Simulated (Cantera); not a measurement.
What does this Cantera script print?

```python
import numpy as np
import cantera as ct

gas_names = [...]  # 110 gases of nasa_gas.yaml made of C, H, O
cond_names = """
    C(gr) C6H6(L) C7H8(L) C8H18(L),n-octa H2O(s) H2O(L)
""".split()


# ... load() reads the species with a 1 bar reference pressure and builds the phases ...
atoms = {
    'C2H2': {'C': 2, 'H': 2},
    'O2': {'O': 2},
    'H2': {'H': 2},
}
top_T = {'C(gr)': 4500}  # K; cautious upper limits of use, not melting points


# ... equilibrate(T, P, feed) seeds the gas with the atoms and calls Mixture.equilibrate('TP', solver="vcs", rtol=1e-11, max_steps=5000) ...
results = []
feed = {'C2H2': 1, 'O2': 1.2, 'H2': 1.9}  # mol
T = 2925  # K
P = 1000  # Pa
mix = equilibrate(T, P, feed)
results.append((T, P, feed, dict(zip(mix.species_names, mix.species_moles))))
print(gas.report(threshold=1e-06))
for i in range(1, mix.n_phases):
    print(f"{mix.phase(i).name:16s} {mix.phase_moles(i):12.5e} mol")
```

Output:

```
       temperature   2925 K
          pressure   1000 Pa
           density   0.00041174 kg/m^3
  mean mol. weight   10.013 kg/kmol
   phase of matter   gas

                          1 kg             1 kmol
                     ---------------   ---------------
          enthalpy        1.4977e+07        1.4997e+08  J
   internal energy        1.2548e+07        1.2565e+08  J
           entropy             25360        2.5394e+05  J/K
    Gibbs function         -5.92e+07       -5.9279e+08  J
 heat capacity c_p            2891.3             28952  J/K
 heat capacity c_v              2061             20638  J/K

                      mass frac. Y      mole frac. X     chem. pot. / RT
                     ---------------   ---------------   ---------------
                CO           0.81087           0.28988           -39.451
               CO2          0.015304         0.0034821           -60.349
                 H          0.049813           0.49485           -13.606
                H2          0.031711           0.15751           -27.211
               H2O          0.024668          0.013711           -48.109
                 O           0.04184          0.026187           -20.898
                OH          0.022893          0.013479           -34.504
                O2         0.0028973        0.00090667           -41.796
     [ +102 minor]        5.9985e-07        1.9634e-07

C(gr)             0.00000e+00 mol
```

Cantera equilibrium calculation (NASA polynomials, part measured and part estimated; ideal gas, pure solids and liquids).
